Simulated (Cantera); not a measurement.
What does this Cantera script print?

```python
import numpy as np
import cantera as ct

gas = ct.Solution("gri30.yaml", transport_model="multicomponent")
show = ['H2O', 'CO2', 'CH4']

rows = []
print(f"{'T/K':>7s}{'rho':>11s}{'cp':>10s}{'mu':>11s}{'lambda':>11s}{'Pr':>7s}" + "".join(f"{'D_' + s:>11s}" for s in show))
for T in [400, 550, 700, 850, 1000, 1150, 1300, 1450]:
    gas.TPX = T, 11000, {'N2O': 0.45}
    Pr = gas.cp_mass * gas.viscosity / gas.thermal_conductivity
    D = [gas.mix_diff_coeffs_mole[gas.species_index(s)] for s in show]
    rows.append([gas.density, gas.cp_mass, gas.viscosity, gas.thermal_conductivity, Pr, *D])
    print(f"{T:7g}{gas.density:11.4e}{gas.cp_mass:10.1f}{gas.viscosity:11.4e}"
          f"{gas.thermal_conductivity:11.4e}{Pr:7.3f}" + "".join(f"{d:11.4e}" for d in D))
print("SI units: kg/m3, J/kg/K, Pa s, W/m/K, m2/s")
```

It prints:

```
    T/K        rho        cp         mu     lambda     Pr      D_H2O      D_CO2      D_CH4
    400 1.4557e-01     970.3 1.9459e-05 2.5299e-02  0.746 2.6903e-04 1.7695e-04 2.6778e-04
    550 1.0587e-01    1073.4 2.5486e-05 3.6724e-02  0.745 4.9913e-04 3.1864e-04 4.7406e-04
    700 8.3184e-02    1150.2 3.0799e-05 4.7670e-02  0.743 7.8546e-04 4.9101e-04 7.2287e-04
    850 6.8505e-02    1209.9 3.5602e-05 5.8097e-02  0.741 1.1216e-03 6.9081e-04 1.0100e-03
   1000 5.8229e-02    1254.7 4.0022e-05 6.7878e-02  0.740 1.5028e-03 9.1576e-04 1.3327e-03
   1150 5.0634e-02    1285.1 4.4145e-05 7.6847e-02  0.738 1.9256e-03 1.1642e-03 1.6885e-03
   1300 4.4792e-02    1311.4 4.8030e-05 8.5477e-02  0.737 2.3873e-03 1.4347e-03 2.0758e-03
   1450 4.0158e-02    1334.0 5.1721e-05 9.3781e-02  0.736 2.8858e-03 1.7263e-03 2.4932e-03
SI units: kg/m3, J/kg/K, Pa s, W/m/K, m2/s
```

Cantera simulation using GRI-Mech 3.0 (53 species, 325 reactions); the numbers are that mechanism's predictions, not measurements. The composition is frozen, though it would react at the higher temperatures.
